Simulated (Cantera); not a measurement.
A Cantera script and what it prints.

```python
import numpy as np
import cantera as ct

gas_names = [...]  # 150 gases of nasa_gas.yaml made of C, H, N, O, S
cond_names = """
    C(gr) C6H6(L) C7H8(L) C8H18(L),n-octa H2O(s) H2O(L) H2SO4(L) S(cr1) S(cr2) S(L)
""".split()


# ... load() reads the species with a 1 bar reference pressure and builds the phases ...
atoms = {
    'CS2': {'C': 1, 'S': 2},
    'H2O': {'H': 2, 'O': 1},
    'N2': {'N': 2},
}
top_T = {'C(gr)': 4500}  # K; cautious upper limits of use, not melting points


# ... equilibrate(T, P, feed) seeds the gas with the atoms and calls Mixture.equilibrate('TP', solver="vcs", rtol=1e-11, max_steps=5000) ...
results = []
feed = {'CS2': 1, 'H2O': 1.5, 'N2': 41}  # mol
T = 2100  # K
for P in [10, 65, 420, 2700, 17000, 110000, 720000, 4700000, 30000000]:
    mix = equilibrate(T, P, feed)
    results.append((T, P, feed, dict(zip(mix.species_names, mix.species_moles))))

top = {s: max(r[3][s] / sum(r[3][g] for g in gas_names) for r in results) for s in gas_names}
cols = sorted((s for s in top if top[s] > 1e-06), key=lambda s: -top[s])[:5]
seen = [c for c in cond_names if any(r[3].get(c, 0) > 1e-12 for r in results)]
print("log10 of partial pressures in bar; condensed amounts in mol")
print(f"{'P/Pa':>10s}" + "".join(f"{s[:9]:>10s}" for s in cols + seen))
for T, P, feed, n in results:
    ng = sum(n[g] for g in gas_names)
    print(f"{P:10.4g}" + "".join(f"{np.log10(max(n[s] / ng * P / 1e5, 1e-99)):10.3f}" for s in cols)
          + "".join(f"{n.get(c, 0):10.4g}" for c in seen))
```

Result:

```
log10 of partial pressures in bar; condensed amounts in mol
      P/Pa        N2         H         S        H2        CO
        10    -4.052    -5.443    -5.533    -5.873    -5.669
        65    -3.233    -4.931    -4.887    -4.849    -4.852
       420    -2.418    -4.489    -4.362    -3.965    -4.040
      2700    -1.607    -4.079    -3.903    -3.145    -3.234
   1.7e+04    -0.806    -3.688    -3.479    -2.363    -2.439
   1.1e+05     0.005    -3.298    -3.063    -1.584    -1.634
   7.2e+05     0.822    -2.916    -2.658    -0.818    -0.826
   4.7e+06     1.638    -2.550    -2.268    -0.088    -0.022
     3e+07     2.444    -2.216    -1.898     0.581     0.763
```

Cantera equilibrium calculation (NASA polynomials, part measured and part estimated; ideal gas, pure solids and liquids). The ideal-gas law is rough above about 30 bar.
